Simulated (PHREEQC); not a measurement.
Acid mine or pickling water: speciation

Model water analysis in mg/L, 21 °C, pH 2.26, pe 8.5:

```json
[
 {"constituent": "Na", "mg/L": "33.8"},
 {"constituent": "K", "mg/L": "21.9"},
 {"constituent": "Ca", "mg/L": "40.4"},
 {"constituent": "Mg", "mg/L": "17.6"},
 {"constituent": "Cl", "mg/L": "39.5"},
 {"constituent": "S(6) as SO4", "mg/L": "736"},
 {"constituent": "Br", "mg/L": "0.0483"},
 {"constituent": "Cu(2)", "mg/L": "0.0387"}
]
```

Valence states are taken as typed.

Model: ion-association model, phreeqc.dat, run in PHREEQC.

Each row changes one thing in this solution. No solid was allowed to form.

```tsv
case	ionic strength (mol/kgw)	SO4-2 (mol/kgw)	HSO4- (mol/kgw)	Ca+2 (mol/kgw)	Mg+2 (mol/kgw)	CaSO4 (mol/kgw)	SI of Gypsum (CaSO4:2H2O)	SI of Halite (NaCl)
as made	0.0189	0.00538	0.00179	0.000753	0.000516	0.000246	-1.26	-7.48
K from 21.9 to 43.8 mg/L	…	0.00538	0.00178	0.000754	0.000517	0.000245	-1.27	-7.48
Na from 33.8 to 101 mg/L	0.0203	0.00538	0.00176	0.000760	0.000521	0.000240	-1.27	…
```

Some entries are withheld; supply them.


- K from 21.9 to 43.8 mg/L, ionic strength (mol/kgw): 0.0191
- Na from 33.8 to 101 mg/L, SI of Halite (NaCl): -7.00

Species that the database lacks are ignored.
